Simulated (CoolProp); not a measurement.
Ammonia along the isotherm 298.4 K: fugacity coefficient from the reference equation and from simpler models built on Tc = 405.6 K, pc = 11.36 MPa, ω = 0.256; each cubic takes its own stable root.

The numbers come from the reference Helmholtz-energy equation of state, Gao 2020 in CoolProp.

```tsv
p (MPa)	phase	reference	van der Waals	Redlich-Kwong	Soave-Redlich-Kwong	Peng-Robinson
1.7	liquid	0.5367	0.9089	0.7885	0.5567	0.5496
3.41	liquid	0.2728	0.7300	0.4033	0.2845	0.2800
5.11	liquid	0.1856	0.5053	0.2761	0.1945	0.1909
6.82	liquid	0.1418	0.3926	0.2122	0.1493	0.1462
8.52	liquid	0.1157	0.3258	0.1742	0.1225	0.1195
10.2	liquid	0.09847	0.2819	0.1491	0.1048	0.1020
11.9	liquid	0.08603	0.2504	0.1311	0.09198	0.08928
13.6	liquid	0.07672	0.2270	0.1176	0.08244	0.07979
15.3	liquid	0.06950	0.2090	0.1071	0.07505	0.07244
17	liquid	0.06375	0.1948	0.09882	0.06918	0.06659
```

At some of these states van der Waals gives the other phase, because its saturation line lies elsewhere.
